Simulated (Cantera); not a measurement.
A perfectly stirred reactor is fed with 38.5 % CH₄, 61.5 % H₂O, at 6.20 bar; it is held at 1450 K, and followed from long to short residence time.

Computed with Cantera and GRI-Mech 3.0 (53 species, 325 reactions).

**Question.** Predict: x(CH₄) at τ = 0.360 s; x(H₂O) at τ = 0.360 s; x(C₂H₂) at τ = 0.360 s; x(CH₃) at τ = 0.360 s; x(CH₄) at τ = 31.0 ms; x(H₂O) at τ = 31.0 ms; x(C₂H₂) at τ = 31.0 ms; x(CH₃) at τ = 31.0 ms.

**Answer.** 
| Item | Value |
|---|---|
| x(CH₄) at τ = 0.360 s | 0.251 |
| x(H₂O) at τ = 0.360 s | 0.553 |
| x(C₂H₂) at τ = 0.360 s | 0.0315 |
| x(CH₃) at τ = 0.360 s | 3.50e-5 |
| x(CH₄) at τ = 31.0 ms | 0.357 |
| x(H₂O) at τ = 31.0 ms | 0.605 |
| x(C₂H₂) at τ = 31.0 ms | 0.00572 |
| x(CH₃) at τ = 31.0 ms | 5.29e-5 |
